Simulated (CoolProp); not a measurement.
Saturation properties of sulfur hexafluoride.

Computed with CoolProp (reference Helmholtz-energy equation of state, Guder 2009).

| T (K) | p (MPa) | enthalpy of vaporisation (kJ/kg) | vapour Z | liquid viscosity (µPa s) | vapour viscosity (µPa s) |
|---|---|---|---|---|---|
| 231.4 | 0.3184 | 107.2 | 0.9120 | 366 | 12.3 |
| 236.9 | 0.3928 | 104.7 | 0.8980 | 336 | 12.6 |
| 242.3 | 0.4778 | 102.2 | 0.8830 | 309 | 12.9 |
| 247.7 | 0.5759 | 99.43 | 0.8666 | 283 | 13.3 |
| 253.1 | 0.6883 | 96.54 | 0.8487 | 259 | 13.6 |
| 258.6 | 0.8187 | 93.41 | 0.8290 | 237 | 13.9 |
| 264 | 0.9637 | 90.14 | 0.8079 | 216 | 14.3 |
| 269.4 | 1.127 | 86.62 | 0.7850 | 197 | 14.6 |
| 274.9 | 1.313 | 82.76 | 0.7597 | 179 | 15.1 |
| 280.3 | 1.517 | 78.63 | 0.7325 | 163 | 15.5 |
| 285.7 | 1.744 | 74.11 | 0.7027 | 148 | 16.1 |
| 291.1 | 1.996 | 69.09 | 0.6698 | 134 | 16.7 |
| 296.6 | 2.279 | 63.30 | 0.6321 | 120 | 17.5 |
| 302 | 2.585 | 56.68 | 0.5897 | 106 | 18.6 |
| 307.4 | 2.923 | 48.63 | 0.5391 | 92.4 | 20.2 |

Viscosity comes from a separate model (Quiñones-Cisneros 2012).
